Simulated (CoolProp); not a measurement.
Vapour-liquid equilibrium of R125 (1) + R245fa (2) at 308.7 K; x and y are mole fractions of (1).

The numbers come from the multi-fluid Helmholtz-energy mixture model, Lemmon 2005 and Akasaka 2015; pair parameters Bell 2016 in CoolProp.

```json
[
 {"x": "0.05", "bubble pressure (bar)": "2.942", "y at the bubble point": "0.283", "dew pressure at overall composition x (bar)": "2.267", "liquid density (mol/L)": "9.798"},
 {"x": "0.15", "bubble pressure (bar)": "4.457", "y at the bubble point": "0.553", "dew pressure at overall composition x (bar)": "2.515", "liquid density (mol/L)": "9.851"},
 {"x": "0.25", "bubble pressure (bar)": "5.927", "y at the bubble point": "0.686", "dew pressure at overall composition x (bar)": "2.823", "liquid density (mol/L)": "9.895"},
 {"x": "0.35", "bubble pressure (bar)": "7.376", "y at the bubble point": "0.767", "dew pressure at overall composition x (bar)": "3.215", "liquid density (mol/L)": "9.925"},
 {"x": "0.45", "bubble pressure (bar)": "8.826", "y at the bubble point": "0.824", "dew pressure at overall composition x (bar)": "3.729", "liquid density (mol/L)": "9.939"},
 {"x": "0.55", "bubble pressure (bar)": "10.30", "y at the bubble point": "0.867", "dew pressure at overall composition x (bar)": "4.431", "liquid density (mol/L)": "9.932"},
 {"x": "0.65", "bubble pressure (bar)": "11.82", "y at the bubble point": "0.902", "dew pressure at overall composition x (bar)": "5.445", "liquid density (mol/L)": "9.896"},
 {"x": "0.75", "bubble pressure (bar)": "13.41", "y at the bubble point": "0.932", "dew pressure at overall composition x (bar)": "7.016", "liquid density (mol/L)": "9.822"},
 {"x": "0.85", "bubble pressure (bar)": "15.12", "y at the bubble point": "0.959", "dew pressure at overall composition x (bar)": "9.675", "liquid density (mol/L)": "9.694"},
 {"x": "0.95", "bubble pressure (bar)": "16.99", "y at the bubble point": "0.986", "dew pressure at overall composition x (bar)": "14.50", "liquid density (mol/L)": "9.488"}
]
```

No azeotrope shows between x = 0.05 and 0.95.

Pair parameters are fitted to limited data, so mixtures are less certain than the pure fluids.
